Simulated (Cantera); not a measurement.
A closed system holds: 1 mol SiO₂, 0.3 mol CH₄, 1.9 mol H₂, 5.5 mol C, at 1575 °C and 0.100 bar.

Method: chemical equilibrium by Gibbs-energy minimisation in Cantera with the NASA 1993 tables (ideal gas, pure condensed phases). Candidate condensed phases: C, C₆H₆, C₇H₈, C₈H₁₈, H₂O, Si, SiC, SiO₂; 123 gas species. Rates play no part.

Base state: H₂ 0.554, CO 0.441, SiO 0.00281, H 0.00125, C₂H₂ (acetylene) 0.000143, CH₄ 2.02e-5 (mole fractions); condensed: C(graphite) + SiC(s).

Task: What changes in the equilibrium state with this change: SiO₂ replaced by TiO₂?

Result: 
| species | before | after |
|---|---|---|
| H₂ | 0.554 | 0.554 |
| CO | 0.441 | 0.444 |
| H | 0.00125 | 0.00125 |
| SiO | 0.00281 | 0 |
| C₂H₂ (acetylene) | 0.000143 | 0.000143 |
| CH₄ | 2.02e-5 | 2.02e-5 |
| C(graphite), mol | 2.82 | 2.80 |
| SiC(s), mol | 0.987 | 0 |
| TiC(s), mol | 0 | 1.00 |
TiC: taken at fixed stoichiometry. Further candidate phases: Ti, TiC, TiO, TiO₂, Ti₂O₃, Ti₃O₅, Ti₄O₇.
